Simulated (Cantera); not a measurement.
Gas-phase reforming

An isothermal, constant-pressure homogeneous reactor starts with CH4 : H2O : N2 = 1 : 0.42 : 0.013 (molar parts), at 1375 K and 0.132 atm.

Cantera simulation using GRI-Mech 3.0 (53 species, 325 reactions); the numbers are that mechanism's predictions, not measurements. GRI-Mech 3.0 stops at C3 and has no aromatics, soot or wall deposition, so with more carbon than oxygen in the feed, carbon stays in small species such as C2H2 where larger ones or solid carbon would form.

```tsv
t (s)	x CH4	x H2O	x CO	x CH2	x HO2	x CH2CO
9.00e-6	0.698	0.293	<1e-12	<1e-12	<1e-12	<1e-12
3.15e-5	0.698	0.293	<1e-12	<1e-12	<1e-12	<1e-12
0.000110	0.698	0.293	<1e-12	<1e-12	<1e-12	<1e-12
0.000385	0.698	0.293	<1e-12	1.09e-12	<1e-12	<1e-12
0.00134	0.698	0.293	<1e-12	1.24e-11	<1e-12	<1e-12
0.00470	0.698	0.293	4.94e-11	8.53e-11	<1e-12	<1e-12
0.0164	0.698	0.293	3.54e-9	1.77e-10	<1e-12	<1e-12
0.0574	0.697	0.293	1.03e-7	3.64e-10	<1e-12	8.01e-11
0.201	0.693	0.293	1.89e-6	7.38e-10	<1e-12	1.35e-8
0.702	0.675	0.290	1.54e-5	8.39e-10	<1e-12	8.69e-7
2.45	0.618	0.280	0.000112	7.67e-10	<1e-12	6.16e-6
8.58	0.489	0.257	0.000838	6.98e-10	<1e-12	1.18e-5
30.0	0.287	0.217	0.00479	6.46e-10	<1e-12	1.39e-5
```
x: mole fraction; the columns are a selection and need not sum to one.

Equilibrium at this temperature and pressure: CH4 0.0717, H2O 2.90e-7, CO 0.159, CH2 1.28e-10, HO2 <1e-12, CH2CO 1.04e-7 (gas phase only).
